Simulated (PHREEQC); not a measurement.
Solution (20 °C): 0.25 mol HF, 0.12 mol NH4HF2 and 0.3 mol KOH per kg of water. Closed to the air; pH follows from the charge balance.

Computed with PHREEQC (ion-association model, wateq4f.dat).

No solid was allowed to form.

Q: Predict the pH, ionic strength, activity of water.

A: pH 4.08; ionic strength 0.420 mol/kgw; activity of water 0.985.

Q: In which forms is F present?

A: F- 78 %, HF2- 16 %, HF 5.2 %, H2F2 0.9 % of the F.

Species that the database lacks are ignored.
